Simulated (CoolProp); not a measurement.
Vapour-liquid equilibrium of ethanol (1) + toluene (2) at 390.7 K; x and y are mole fractions of (1).

The numbers come from the multi-fluid Helmholtz-energy mixture model, Schroeder 2014 and Lemmon 2006; pair parameters Bell 2016 in CoolProp.

```tsv
x	bubble pressure, mixture model (bar)	bubble pressure, Raoult's law (bar)	y, mixture model	y, Raoult's law
0.05	1.862	1.366	0.355	0.145
0.15	2.685	1.640	0.577	0.363
0.25	3.138	1.913	0.656	0.518
0.35	3.393	2.187	0.697	0.635
0.45	3.553	2.460	0.725	0.725
0.55	3.673	2.734	0.749	0.798
0.65	3.779	3.008	0.778	0.857
0.75	3.874	3.281	0.817	0.906
0.85	3.947	3.555	0.872	0.948
0.95	3.975	3.828	0.950	0.984
```

The largest gap from Raoult's law is +64.0 % in bubble pressure, at x = 0.25. y crosses x between x = 0.85 and 0.95: the model has an azeotrope there.

Pair parameters are fitted to limited data, so mixtures are less certain than the pure fluids. With so large a gap from Raoult's law the liquid may split in two, which this calculation doesn't test in full.
